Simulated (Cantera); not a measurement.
An adiabatic, constant-pressure homogeneous reactor starts with H₂ : O₂ : N₂ : NO = 1 : 1.16 : 4.37 : 0.0088 (molar parts), at 1350 K and 4.60 bar. Integrator tolerance rtol = 1e-08.

Model: GRI-Mech 3.0 (53 species, 325 reactions), integrated in Cantera. The hydrogen kinetics of GRI-Mech 3.0 are dated; newer H2 mechanisms differ, most at raised pressure. The mechanism lacks 2 NO + O2 → 2 NO2 and HONO, so NO2 and the effect of NO are under-described below about 1400 K.

```csv
quantity,before,after
time of steepest temperature rise,5.99 µs,13.3 µs
temperature at 3.00 s,2364 K,2353 K
equilibrium temperature,2364 K,2353 K
x(H₂) at 3.00 s,0.000700 (gas-phase equilibrium 0.000700),0.00102 (gas-phase equilibrium 0.00102)
x(O₂) at 3.00 s,0.102 (gas-phase equilibrium 0.102),0.102 (gas-phase equilibrium 0.102)
x(NO) at 3.00 s,0.0119 (gas-phase equilibrium 0.0119),0.0116 (gas-phase equilibrium 0.0116)
x(H₂O₂) at 3.00 s,5.71e-7 (gas-phase equilibrium 5.71e-7),3.54e-7 (gas-phase equilibrium 3.54e-7)
x(NO₂) at 3.00 s,1.84e-5 (gas-phase equilibrium 1.84e-5),1.17e-5 (gas-phase equilibrium 1.17e-5)
x(N₂O) at 3.00 s,1.35e-6 (gas-phase equilibrium 1.35e-6),8.47e-7 (gas-phase equilibrium 8.47e-7)
```

Q: Name the change that produced these shifts.
A) O2 1.16 to 0.86 parts
B) pressure from 4.60 bar to 3.20 bar
C) initial temperature 1350 to 1275 K
D) pressure from 4.60 bar to 1.90 bar

A: D, pressure from 4.60 bar to 1.90 bar
